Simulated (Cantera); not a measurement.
A closed system holds: 1 mol Si, 1.2 mol H2O, 160 mol N2, at 1675 K and 0.400 bar.

Cantera equilibrium calculation (NASA polynomials, part measured and part estimated; ideal gas, pure solids and liquids). Candidate condensed phases: H2O, Si, SiO2, Si2N2O, Si3N4; 35 gas species. Mutual solubility and eutectic melting of coexisting phases are not modelled. The tables hold silica as quartz up to 1696 K and as liquid above; real silica turns to tridymite and cristobalite and melts near 1996 K. Equilibrium is a limit: real reactors are often held back by kinetics, nucleation or transport.

What is the equilibrium state?


- x(N2) = 0.992
- x(H2) = 0.00744
- x(SiO) = 0.000498
- x(H) = 1.58e-5
- x(H2O) = 5.86e-6
- n(SiO2(β-quartz)) = 0.439 mol
- n(Si2N2O(s)) = 0.240 mol
- gas amount = 161.0 mol
- log10 activity of Si(s) (absent) = -3.30
